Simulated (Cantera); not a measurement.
Input: 1 mol SiH4, 0.82 mol C3H8, 490 mol H2, held at 2125 °C and 218 Torr.

Equilibrium computed with Cantera from the NASA thermochemical tables; the gas is ideal and each condensed phase is pure. Gases not in the tables: Si2H6 and higher silanes. Equilibrium is a limit: real reactors are often held back by kinetics, nucleation or transport.

```json
[
 {"species": "H2", "before": "0.967", "after": "0.999"},
 {"species": "H", "before": "0.0288", "after": "0.000665"},
 {"species": "CH4", "before": "2.82e-5", "after": "0.000223"},
 {"species": "C2H2 (acetylene)", "before": "0.00228", "after": "0.000175"},
 {"species": "SiH2", "before": "0.000125", "after": "7.20e-7"},
 {"species": "Si2C", "before": "8.58e-5", "after": "2.80e-9"},
 {"species": "SiC2", "before": "8.88e-5", "after": "3.85e-9"},
 {"species": "Si", "before": "0.00136", "after": "2.64e-7"},
 {"species": "SiH", "before": "0.000224", "after": "1.62e-7"},
 {"species": "CH3", "before": "1.55e-5", "after": "3.00e-6"},
 {"species": "C(graphite), mol", "before": "0", "after": "1.17"},
 {"species": "SiC(s), mol", "before": "0", "after": "0.999"}
]
```
Gas species are given as mole fractions.

Task: Name the change that produced these shifts.
A) temperature from 2125 °C to 1677 °C
B) temperature from 2125 °C to 1527 °C
C) SiH4 replaced by Si(CH3)4
D) C3H8 from 0.82 to 0.0045 mol

Result: B, temperature from 2125 °C to 1527 °C
